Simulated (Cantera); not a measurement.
An isothermal, constant-pressure homogeneous reactor starts with CH₄ : O₂ : N₂ = 0.0042 : 0.036 : 1 (molar parts), equivalence ratio 0.23, at 1423 K and 7500 Torr.

Computed with Cantera and GRI-Mech 3.0 (53 species, 325 reactions).

### Question
Predict: x(O₂) at 2.00 s; x(H₂O) at 2.00 s; x(NO) at 2.00 s.

### Answer
```json
{
 "x(O₂) at 2.00 s": "0.0265 (gas-phase equilibrium 0.0264)",
 "x(H₂O) at 2.00 s": "0.00807 (gas-phase equilibrium 0.00807)",
 "x(NO) at 2.00 s": "1.76e-7 (gas-phase equilibrium 0.000324)"
}
```
